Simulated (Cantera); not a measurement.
Charge: 1 mol Ta, a varied amount of H₂O, 340 mol H₂, at 1848.15 K and 310000 Pa.

These are equilibrium values from Cantera (NASA tables, ideal gas, pure condensed phases), not measurements of a reactor. Candidate condensed phases: H₂O, Ta, Ta₂O₅; 12 gas species. Mutual solubility and eutectic melting of coexisting phases are not modelled. Condensed phases not in the tables: N, O or C dissolved in the metal. Rates play no part.

Q: At 0.56 mol H₂O, list the 3 most abundant gas species with their mole fractions, and the condensed phases.

A: H₂ 0.999, H₂O 0.000889, H 0.000301. Condensed: Ta(s) + Ta₂O₅(s).
